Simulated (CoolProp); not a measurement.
CH3F (R41) at 208.08 K and 0.556 MPa is throttled through a valve to 0.155 MPa with no heat exchange. Each further row changes one setting.

The numbers come from the reference Helmholtz-energy equation of state, Lemmon 2006 in CoolProp. It is a short technical equation, of lower accuracy than the large ones.

```
case                        temperature change (K)  final phase  final density (kg/m³)
--------------------------  ----------------------  -----------  ---------------------
as stated                                     -5.2            ?                      ?
outlet pressure 0.0465 MPa                       ?            ?                      ?
outlet pressure 0.202 MPa                        ?            ?                    853
```

**Question.** Some entries are withheld; supply them.

**Answer.** 
- as stated, final phase: two-phase, vapour fraction 0.023
- as stated, final density (kg/m³): 122
- outlet pressure 0.0465 MPa, temperature change (K): -26.4
- outlet pressure 0.0465 MPa, final phase: two-phase, vapour fraction 0.109
- outlet pressure 0.0465 MPa, final density (kg/m³): 9.79
- outlet pressure 0.202 MPa, temperature change (K): +0.1
- outlet pressure 0.202 MPa, final phase: liquid
